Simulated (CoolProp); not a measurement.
The fluid at 333.17 K and 0.649 MPa flows at 0.13 m/s in a round tube of 100 mm bore and 45 µm roughness, fully developed (64/Re and Nu = 3.66 if laminar; Colebrook and Gnielinski if turbulent). The same conditions are run with several fluids, on thermodynamics alone (safety and materials aside).

The numbers come from the reference Helmholtz-energy equation of state of each fluid (R134a: Tillner-Roth 1994; nitrogen: Span 2000; oxygen: Schmidt 1985; R404A: Lemmon 2003; R507A: Lemmon 2003) in CoolProp. Blends and air are pseudo-pure fits.

```
fluid     Reynolds number  Darcy friction factor  pressure drop (Pa/m)  heat-transfer coefficient (W/(m² K))  mass flow (kg/h)
--------  ---------------  ---------------------  --------------------  ------------------------------------  ----------------
R134a                 [?]                 0.0254                0.0565                                  11.5              96.9
nitrogen             4390                    [?]                0.0218                                  4.13               [?]
oxygen               4330                 0.0395                0.0250                                  4.19              27.6
R404A               23400                 0.0259                0.0542                                  10.9              90.9
R507A               23600                 0.0259                0.0548                                  10.9              92.0
```

What belongs in the gaps?


- R134a, Reynolds number: 26000
- nitrogen, Darcy friction factor: 0.0393
- nitrogen, mass flow (kg/h): 24.1

Above 300 K oxygen's equation is extrapolated.

Transport values come from each fluid's own correlations; those of R134a are estimates that may be off by 10 % or more.
